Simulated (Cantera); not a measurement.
A perfectly stirred reactor is fed with H₂ : O₂ : N₂ = 0.77 : 1 : 8.2 (molar parts), equivalence ratio 0.39, at 17000 Pa; it is held at 1125 K, and followed from long to short residence time.

Model: GRI-Mech 3.0 (53 species, 325 reactions), integrated in Cantera. The temperature is held fixed by assumption; the heat of reaction is taken as removed at once.

**Question.** What does this change do: temperature 1125 to 1073 K?

**Answer.** 
```tsv
quantity	before	after
x(H₂) at τ = 3.70 s	8.23e-5	0.000113
x(O₂) at τ = 3.70 s	0.0642	0.0642
x(H₂O) at τ = 3.70 s	0.0802	0.0802
x(O) at τ = 3.70 s	3.27e-5	2.66e-5
x(H) at τ = 3.70 s	6.06e-6	5.30e-6
x(H₂) at τ = 92.0 ms	0.000862	0.00113
x(O₂) at τ = 92.0 ms	0.0643	0.0645
x(H₂O) at τ = 92.0 ms	0.0791	0.0789
x(O) at τ = 92.0 ms	0.000377	0.000301
x(H) at τ = 92.0 ms	0.000240	0.000209
```

**Question.** What does this change do: temperature 1125 to 875 K?

**Answer.** 
```csv
quantity,before,after
x(H₂) at τ = 3.70 s,8.23e-5,0.00280
x(O₂) at τ = 3.70 s,0.0642,0.0655
x(H₂O) at τ = 3.70 s,0.0802,0.0774
x(O) at τ = 3.70 s,3.27e-5,5.15e-6
x(H) at τ = 3.70 s,6.06e-6,2.82e-6
x(H₂) at τ = 92.0 ms,0.000862,0.00877
x(O₂) at τ = 92.0 ms,0.0643,0.0682
x(H₂O) at τ = 92.0 ms,0.0791,0.0711
x(O) at τ = 92.0 ms,0.000377,6.75e-5
x(H) at τ = 92.0 ms,0.000240,0.000103
```
Below about 950 K walls govern HO2 and H2O2 in real vessels.
